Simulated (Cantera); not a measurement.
Cantera run:

```python
import numpy as np
import cantera as ct

gas_names = """
    H HNO HNO2 HNO3 HO2 H2 H2O H2O2 N NH NH2 NH3 NH2OH NO NO2 NO3 N2 N2H2 N2H4 N2O O OH O2 O3 V VN VO
    VO2
""".split()
cond_names = """
    H2O(s) H2O(L) V(cr) V(L) VN(s) VO(s) VO(L) V2O3(s) V2O3(L) V2O4(I) V2O4(II) V2O4(L) V2O5(s) V2O5(L)
""".split()


# ... load() reads the species with a 1 bar reference pressure and builds the phases ...
atoms = {
    'V2O3': {'V': 2, 'O': 3},
    'H2': {'H': 2},
    'N2': {'N': 2},
}
top_T = {'VN(s)': 2300}  # K; cautious upper limits of use, not melting points


# ... equilibrate(T, P, feed) seeds the gas with the atoms and calls Mixture.equilibrate('TP', solver="vcs", rtol=1e-11, max_steps=5000) ...
results = []
feed = {'V2O3': 1, 'H2': 420, 'N2': 13}  # mol
P = 51000  # Pa
for T in [1048, 1098, 1148, 1198, 1248, 1298, 1348, 1398, 1448, 1498]:
    mix = equilibrate(T, P, feed)
    results.append((T, P, feed, dict(zip(mix.species_names, mix.species_moles))))
    x = sorted(zip(gas.X, gas.species_names), reverse=True)
    print(f"T = {T:g} K  P = {P:g} Pa  gas = {mix.phase_moles(0):.4g} mol")
    print("   x: " + "  ".join(f"{s} {v:.3e}" for v, s in x if v > 0.001))
    print("   condensed (mol): " + ("  ".join(f"{mix.phase(i).name} {mix.phase_moles(i):.4g}"
          for i in range(1, mix.n_phases) if mix.phase_moles(i) > 1e-12) or "none"))
```

Output:

```
T = 1048 K  P = 51000 Pa  gas = 432.7 mol
   x: H2 9.686e-01  N2 2.938e-02  H2O 1.950e-03
   condensed (mol): VN(s) 0.5625  V2O3(s) 0.7187
T = 1098 K  P = 51000 Pa  gas = 432.7 mol
   x: H2 9.686e-01  N2 2.935e-02  H2O 2.054e-03
   condensed (mol): VN(s) 0.5924  V2O3(s) 0.7038
T = 1148 K  P = 51000 Pa  gas = 432.7 mol
   x: H2 9.685e-01  N2 2.932e-02  H2O 2.148e-03
   condensed (mol): VN(s) 0.6195  V2O3(s) 0.6902
T = 1198 K  P = 51000 Pa  gas = 432.7 mol
   x: H2 9.685e-01  N2 2.929e-02  H2O 2.234e-03
   condensed (mol): VN(s) 0.6443  V2O3(s) 0.6779
T = 1248 K  P = 51000 Pa  gas = 432.7 mol
   x: H2 9.684e-01  N2 2.927e-02  H2O 2.311e-03
   condensed (mol): VN(s) 0.6666  V2O3(s) 0.6667
T = 1298 K  P = 51000 Pa  gas = 432.7 mol
   x: H2 9.684e-01  N2 2.925e-02  H2O 2.381e-03
   condensed (mol): VN(s) 0.6869  V2O3(s) 0.6566
T = 1348 K  P = 51000 Pa  gas = 432.6 mol
   x: H2 9.683e-01  N2 2.923e-02  H2O 2.445e-03
   condensed (mol): VN(s) 0.7051  V2O3(s) 0.6474
T = 1398 K  P = 51000 Pa  gas = 432.6 mol
   x: H2 9.683e-01  N2 2.921e-02  H2O 2.501e-03
   condensed (mol): VN(s) 0.7215  V2O3(s) 0.6393
T = 1448 K  P = 51000 Pa  gas = 432.9 mol
   x: H2 9.675e-01  N2 2.990e-02  H2O 2.548e-03
   condensed (mol): VN(s) 0.1032  VO(s) 1.897
T = 1498 K  P = 51000 Pa  gas = 433 mol
   x: H2 9.676e-01  N2 3.002e-02  H2O 2.309e-03
   condensed (mol): VO(s) 2
```

Equilibrium computed with Cantera from the NASA thermochemical tables; the gas is ideal and each condensed phase is pure. Mutual solubility and eutectic melting of coexisting phases are not modelled. VN, VO: taken at fixed stoichiometry. Condensed phases not in the tables: the oxides between V2O3 and V2O5 other than VO2, solid solutions among these carbides, nitrides and lower oxides, V2N.
